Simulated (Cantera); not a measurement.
A Cantera script and its output.

```python
import numpy as np
import cantera as ct

gas = ct.Solution("gri30.yaml")
gas.TPX = 1125, 2666, {'H2': 0.016, 'O2': 1}
reactor = ct.IdealGasConstPressureReactor(gas, energy="off", clone=False)
net = ct.ReactorNet([reactor])
net.rtol, net.atol = 1e-08, 1e-18
show = ['H2', 'O2', 'HO2', 'H2O2', 'H', 'H2O', 'OH']
times = np.geomspace(1e-05, 100, 11)

steps = ct.SolutionArray(gas, extra=["t"])
rows = []
print(f"{'t/s':>10s}{'T/K':>9s}{'P/Pa':>11s}" + "".join(f"{s:>11s}" for s in show))
for t in times:
    while net.time < t:
        t_next = net.step()
        steps.append(gas.state, t=t_next)
    rows.append([np.interp(t, steps.t, y) for y in (steps.T, steps.P, *steps(*show).X.T)])
    print(f"{t:10.3e}{rows[-1][0]:9.1f}{rows[-1][1]:11.4g}" + "".join(f"{x:11.3e}" for x in rows[-1][2:]))
rate = np.gradient(steps.T, steps.t)
print("integrator steps:", len(steps.t))
if steps.T.max() > steps.T[0] + 200:
    print(f"time of steepest temperature rise: {steps.t[rate.argmax()]:.4e} s")
gas.TPX = 1125, 2666, {'H2': 0.016, 'O2': 1}
gas.equilibrate("TP")
print(f"equilibrium (TP): T = {gas.T:.1f} K  " + "  ".join(f"{s} {gas[s].X[0]:.3e}" for s in show))
```

Result:

```
       t/s      T/K       P/Pa         H2         O2        HO2       H2O2          H        H2O         OH
 1.000e-05   1125.0       2666  1.575e-02  9.843e-01  6.268e-11  4.003e-16  5.359e-11  2.659e-13  9.047e-12
 5.012e-05   1125.0       2666  1.575e-02  9.843e-01  3.152e-10  1.003e-14  1.734e-10  2.397e-11  1.499e-10
 2.512e-04   1125.0       2666  1.575e-02  9.843e-01  1.595e-09  2.531e-13  6.482e-10  1.410e-09  1.684e-09
 1.259e-03   1125.0       2666  1.575e-02  9.843e-01  1.184e-08  7.310e-12  6.387e-08  3.936e-07  2.093e-07
 6.310e-03   1125.0       2666  2.171e-04  9.728e-01  4.016e-06  9.232e-08  1.162e-03  1.442e-02  1.095e-03
 3.162e-02   1125.0       2666  3.920e-05  9.798e-01  2.324e-06  5.793e-08  2.168e-04  1.542e-02  5.426e-04
 1.585e-01   1125.0       2666  4.074e-06  9.836e-01  7.084e-07  3.775e-08  7.551e-06  1.577e-02  1.777e-04
 7.943e-01   1125.0       2666  2.376e-07  9.841e-01  9.832e-08  1.038e-08  1.155e-07  1.585e-02  4.436e-05
 3.981e+00   1125.0       2666  1.854e-08  9.841e-01  1.133e-08  1.600e-09  2.700e-09  1.587e-02  1.271e-05
 1.995e+01   1125.0       2666  2.271e-09  9.841e-01  2.418e-09  2.494e-10  1.209e-10  1.587e-02  4.512e-06
 1.000e+02   1125.0       2666  4.159e-10  9.841e-01  2.327e-09  5.064e-11  9.693e-12  1.587e-02  1.942e-06
integrator steps: 1886
equilibrium (TP): T = 1125.0 K  H2 2.378e-10  O2 9.841e-01  HO2 2.825e-09  H2O2 3.012e-11  H 4.224e-12  H2O 1.587e-02  OH 1.469e-06
```

Model: GRI-Mech 3.0 (53 species, 325 reactions), integrated in Cantera. Radical loss at walls, strong at low pressure, is not modelled.
